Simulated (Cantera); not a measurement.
Feed: 1 mol FeS, 68 mol H2, equilibrated at 7.50 Torr.

Points: T (K) = 848, 948, 1048, 1148, 1248, 1348, 1448, 1548, 1648, 1748, 1848.

Cantera's Mixture.equilibrate('TP', solver="vcs", rtol=1e-11, max_steps=5000) on the NASA tables stopped like this:

```
ERROR: FAILURE its = 5001!

*******************************************************************************
CanteraError thrown by MultiPhase::equilibrate:
VCS solver failed. Return code: -1
*******************************************************************************
```

**Question.** What got this run through?

**Answer.** This is not unique; one that fits is The failure is numerical, not chemical. The same input converged with solver="gibbs", rtol=1e-10, max_steps=50000, and the result passed a check of the equilibrium conditions:
```
log10 of partial pressures in bar; condensed amounts in mol
       T/K        H2       H2S        Fe         H        S2        SH         S     Fe(a)     Fe(c)     Fe(d)     Fe(L)    FeS(c)
       848    -2.000    -5.571   -17.667   -11.721   -13.085   -11.328   -16.722   0.01828         0         0         0    0.9817
       948    -2.000    -5.146   -14.999   -10.281   -11.072    -9.837   -14.315   0.04856         0         0         0    0.9514
      1048    -2.001    -4.801   -12.853    -9.112    -9.436    -8.626   -12.361    0.1076         0         0         0    0.8924
      1148    -2.001    -4.508   -11.098    -8.146    -8.067    -7.619   -10.738    0.2112         0         0         0    0.7888
      1248    -2.002    -4.263    -9.633    -7.332    -6.916    -6.772    -9.373         0    0.3738         0         0    0.6262
      1348    -2.004    -4.058    -8.390    -6.638    -5.940    -6.054    -8.212         0     0.617         0         0    0.3829
      1448    -2.006    -3.892    -7.322    -6.038    -5.120    -5.446    -7.222         0    0.9997         0         0         0
      1548    -2.006    -3.960    -6.395    -5.515    -4.833    -5.130    -6.572         0    0.9973         0         0         0
      1648    -2.006    -4.055    -5.584    -5.053    -4.652    -4.887    -6.037         0    0.9822         0         0         0
      1748    -2.007    -4.170    -4.869    -4.645    -4.552    -4.703    -5.593         0         0    0.9075         0         0
      1848    -2.010    -4.300    -4.244    -4.280    -4.511    -4.565    -5.221         0         0         0    0.6071         0
```

The gas is ideal and each condensed phase is pure. Metal and sulfide melt together well below either melting point, which pure phases cannot show. Mutual solubility and eutectic melting of coexisting phases are not modelled. FeS: taken at fixed stoichiometry. Gases not in the tables: S3 to S7.
